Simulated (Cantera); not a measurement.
**Ignition delay**

Mixture: 4.83 % CH4, 0.222 % C2H6, 0.579 % C3H8, 19.0 % O2, 71.4 % N2, 3.91 % H2O, equivalence ratio 0.70, at 37.0 bar, adiabatic and at constant pressure. Ignition delay is the time to a rise of 400 K.

Cantera simulation using GRI-Mech 3.0 (53 species, 325 reactions); the numbers are that mechanism's predictions, not measurements. The pressure lies above the range GRI-Mech 3.0 was tuned for (to about 10 atm).

```csv
T0 (K),delay (ms)
1300,0.150
1375,0.0641
1450,0.0292
1525,0.0143
1600,0.00750
```

- apparent activation energy between 1450 and 1600 K: 170 kJ/mol
